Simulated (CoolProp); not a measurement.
Vapour-liquid equilibrium of n-butane (1) + R245fa (2) at 4.38 bar; x and y are mole fractions of (1).

Model: multi-fluid Helmholtz-energy mixture model, Bücker 2006 and Akasaka 2015; pair parameters Bell 2016, in CoolProp.

```tsv
x	bubble temperature (K)	y at the bubble point	dew temperature at overall composition x (K)	liquid density (mol/L)
0.05	325.1	0.188	329.7	9.349
0.15	317.3	0.403	326.4	9.414
0.25	313.3	0.506	322.9	9.408
0.35	311.4	?	319.3	9.375
0.45	310.5	0.592	?	9.344
0.55	310.1	0.617	311.7	9.330
0.65	310.0	0.643	310.0	9.339
0.75	310.2	0.679	311.6	9.373
0.85	311.4	0.742	314.2	9.419
0.95	?	0.876	317.0	9.447
```

Problem. Fill in the missing entries.

Solution. 
- 0.35, y at the bubble point: 0.560
- 0.45, dew temperature at overall composition x (K): 315.4
- 0.95, bubble temperature (K): 314.9

y crosses x between x = 0.55 and 0.65: the model has an azeotrope there.

Pair parameters are fitted to limited data, so mixtures are less certain than the pure fluids. With so large a gap from Raoult's law the liquid may split in two, which this calculation doesn't test in full.
